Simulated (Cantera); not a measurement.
Equilibrium for abatement and gas-phase synthesis: H2O + O2

A closed system holds: 1 mol H2O, 0.71 mol O2, equilibrated at 46.5 Torr.

Cantera equilibrium calculation (NASA polynomials, part measured and part estimated; ideal gas, pure solids and liquids). Candidate condensed phases: H2O; 9 gas species. The numbers say what is thermodynamically allowed, not how fast it happens.

```tsv
T (K)	x H2O	x O2	x OH	x O
1125	0.585	0.415	5.80e-6	1.19e-8
1225	0.585	0.415	2.40e-5	1.09e-7
1325	0.585	0.415	8.01e-5	7.13e-7
1425	0.585	0.415	0.000226	3.59e-6
1525	0.584	0.415	0.000557	1.47e-5
1625	0.584	0.415	0.00123	5.03e-5
1725	0.583	0.414	0.00246	0.000150
1825	0.581	0.413	0.00458	0.000397
1925	0.579	0.412	0.00797	0.000948
2025	0.574	0.409	0.0131	0.00208
2125	0.566	0.406	0.0205	0.00422
2225	0.555	0.400	0.0305	0.00804
```
x: gas mole fraction; nothing condenses.

From 1125 K to 2225 K nothing is condensed.
